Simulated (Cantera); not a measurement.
Feed: 1 mol SiCl₄, 1.3 mol HCl, 110 mol H₂, equilibrated at 1598 K and 4.90 mbar.

These are equilibrium values from Cantera (NASA tables, ideal gas, pure condensed phases), not measurements of a reactor. Candidate condensed phases: Si; 19 gas species. The tables' values for SiCl₃, SiCl are old estimates; treat these amounts as uncertain. Rates play no part.

Base state: H₂ 0.957, HCl 0.0369, SiCl₂ 0.00489, H 0.000744, Cl 2.27e-5, Si 1.91e-5, SiCl₃ 1.78e-5, SiCl 1.68e-5 (mole fractions); condensed: Si(s).

Question: What changes in the equilibrium state with this change: SiCl₄ replaced by SiH₄?

Answer: 
```json
[
 {"species": "H₂", "before": "0.957", "after": "0.988"},
 {"species": "HCl", "before": "0.0369", "after": "0.0107"},
 {"species": "H", "before": "0.000744", "after": "0.000756"},
 {"species": "SiCl₂", "before": "0.00489", "after": "0.000396"},
 {"species": "SiCl₃", "before": "1.78e-5", "after": "4.11e-7"},
 {"species": "SiCl", "before": "1.68e-5", "after": "4.78e-6"},
 {"species": "Cl", "before": "2.27e-5", "after": "6.45e-6"},
 {"species": "Si(s), mol", "before": "0.439", "after": "0.951"}
]
```
